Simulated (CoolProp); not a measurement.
Vapour-liquid equilibrium of CH2F2 (R32) (1) + dimethyl ether (2) at 306.5 K; x and y are mole fractions of (1).

The numbers come from the multi-fluid Helmholtz-energy mixture model, Tillner-Roth 1997 and Wu 2011; pair parameters Bell 2016 in CoolProp.

```tsv
x	bubble pressure, mixture model (kPa)	bubble pressure, Raoult's law (kPa)	y, mixture model	y, Raoult's law
0.05	799.2	813.4	[?]	0.129
0.2	[?]	1017	[?]	0.413
0.35	[?]	1220	0.551	0.603
0.5	[?]	1423	0.693	0.738
0.65	[?]	1626	0.803	0.840
0.8	[?]	1830	0.894	0.918
0.95	2025	2033	0.974	0.982
```

### Question
What belongs in the gaps?

### Answer

- 0.05, y, mixture model: 0.104
- 0.2, bubble pressure, mixture model (kPa): 977.0
- 0.2, y, mixture model: 0.361
- 0.35, bubble pressure, mixture model (kPa): 1173
- 0.5, bubble pressure, mixture model (kPa): 1380
- 0.65, bubble pressure, mixture model (kPa): 1591
- 0.8, bubble pressure, mixture model (kPa): 1805

The largest gap from Raoult's law is -3.9 % in bubble pressure, at x = 0.2. No azeotrope shows between x = 0.05 and 0.95.

The pair parameters rest on a limited set of measurements; away from them the model extrapolates.
